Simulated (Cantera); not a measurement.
# Stirred combustor or abatement burner

A perfectly stirred reactor is fed with CO : H2 : O2 : N2 = 1 : 0.066 : 0.381 : 1.43 (molar parts), equivalence ratio 1.4, at 6.30 bar; it is adiabatic with a 325 K inlet, and is followed from long to short residence time, starting on the burning branch (τ in s: 0.073, 0.034, 0.016, 0.0075, 0.0035, 0.0016, 0.00076, 0.00036, 0.00017, 7.7e-05, 3.6e-05, 1.7e-05).

Cantera simulation using GRI-Mech 3.0 (53 species, 325 reactions); the numbers are that mechanism's predictions, not measurements. The hydrogen kinetics of GRI-Mech 3.0 are dated; newer H2 mechanisms differ, most at raised pressure.

```
τ (s)    T (K)   x CO     x H2      x O2   x H2O2   x H2O
-------  -----  -----  -------  --------  -------  ------
0.073     2425  0.123  0.00177  0.000777  1.12e-8  0.0240
0.034     2420  0.123  0.00178   0.00103  1.40e-8  0.0238
0.016     2411  0.124  0.00180   0.00151  1.90e-8  0.0237
0.0075    2395  0.126  0.00182   0.00237  2.75e-8  0.0234
0.0035    2370  0.129  0.00187   0.00383  4.14e-8  0.0229
0.0016    2329  0.134  0.00196   0.00620  6.35e-8  0.0223
0.00076   2273  0.140  0.00208   0.00937  9.54e-8  0.0215
0.00036   2199  0.148  0.00223    0.0134  1.44e-7  0.0205
0.00017   2105  0.158  0.00242    0.0183  2.23e-7  0.0194
7.7e-5    1982  0.170  0.00259    0.0244  3.71e-7  0.0180
3.6e-5    1831  0.186  0.00269    0.0325  6.79e-7  0.0170
1.7e-5     325  0.348   0.0229     0.132   <1e-12  <1e-12
```
x: mole fraction; the columns are a selection and need not sum to one.
